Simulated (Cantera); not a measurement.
Cantera with NASA thermochemical tables; ideal gases at 1 bar, condensed phases pure. Values are per mole of reaction as written; species without (g) are pure solids or liquids, kept so even where they would boil at 1 bar. ZrN: taken at fixed stoichiometry.

**Question.** Between 300 and 2723 K, where is each reaction favourable under standard conditions?
- 2 ZrN + 4 O(g) → 2 ZrO2(g) + N2(g)

**Answer.** 
- 2 ZrN + 4 O(g) → 2 ZrO2(g) + N2(g): ΔG° is -844 kJ at 300 K and -719 kJ at 2723 K; it stays negative (K > 1). ΔH° is -959 kJ and ΔS° -88 J/K at 2723 K.
